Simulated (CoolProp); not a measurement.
2000 sccm (0 °C, 1 atm) of nitrogen bubbles through liquid octamethyltrisiloxane (MDM) at 340.3 K and leaves saturated at a total pressure of 0.0792 MPa (ideal gas phase). Each further row changes one setting.

Computed with CoolProp (reference Helmholtz-energy equation of state, Thol 2017).

```json
[
 {"case": "as stated", "vapour pressure (kPa)": "5.14", "mole fraction of vapour": "?", "delivery (mg/min)": "1460", "delivery (sccm)": "?", "change of delivery for a bath 1 K warmer (%)": "5.1"},
 {"case": "bath temperature 345.3 K", "vapour pressure (kPa)": "?", "mole fraction of vapour": "0.0815", "delivery (mg/min)": "1870", "delivery (sccm)": "177", "change of delivery for a bath 1 K warmer (%)": "?"},
 {"case": "total pressure 0.158 MPa", "vapour pressure (kPa)": "5.14", "mole fraction of vapour": "0.0325", "delivery (mg/min)": "709", "delivery (sccm)": "67.2", "change of delivery for a bath 1 K warmer (%)": "?"}
]
```

### Question
Fill in the missing entries.

### Answer

- as stated, mole fraction of vapour: 0.0648
- as stated, delivery (sccm): 139
- bath temperature 345.3 K, vapour pressure (kPa): 6.45
- bath temperature 345.3 K, change of delivery for a bath 1 K warmer (%): 5.0
- total pressure 0.158 MPa, change of delivery for a bath 1 K warmer (%): 4.9
